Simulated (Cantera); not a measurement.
**Thermodynamics of hydrogen reduction and annealing atmospheres, feed V2O3 + H2**

Input: 1 mol V2O3, a varied amount of H2, held at 1330 Pa.

Method: chemical equilibrium by Gibbs-energy minimisation in Cantera with the NASA 1993 tables (ideal gas, pure condensed phases). Candidate condensed phases: H2O, V, VO, V2O3, V2O4, V2O5; 12 gas species. Mutual solubility and eutectic melting of coexisting phases are not modelled. VO: taken at fixed stoichiometry. Condensed phases not in the tables: the oxides between V2O3 and V2O5 other than VO2. Equilibrium is a limit: real reactors are often held back by kinetics, nucleation or transport.

### Question
Map the stable condensed phases over T = 823, 923, 1023, 1123, 1223, 1323, 1423, 1523, 1623, 1723, 1823, 1923, 2023, 2123 K and n(H2) in mol = 61, 130, 200, 280, 350, 420, 490, 560, 640, 710, 780.

### Answer
```
T in K \ n(H2) in mol
          61 130 200 280 350 420 490 560 640 710 780
   2123    A   A   A   A   A   A   A   A   A   A   A
   2023    A   A   A   A   A   A   A   A   A   A   A
   1923    A   A   A   A   A   A   A   A   A   A   A
   1823    B   A   A   A   A   A   A   A   A   A   A
   1723    B   A   A   A   A   A   A   A   A   A   A
   1623    B   B   A   A   A   A   A   A   A   A   A
   1523    B   B   B   A   A   A   A   A   A   A   A
   1423    B   B   B   B   B   B   A   A   A   A   A
   1323    B   B   B   B   B   B   B   B   B   B   B
   1223    B   B   B   B   B   B   B   B   B   B   B
   1123    B   B   B   B   B   B   B   B   B   B   B
   1023    B   B   B   B   B   B   B   B   B   B   B
    923    B   B   B   B   B   B   B   B   B   B   B
    823    B   B   B   B   B   B   B   B   B   B   B
```
A: VO; B: VO + V2O3.
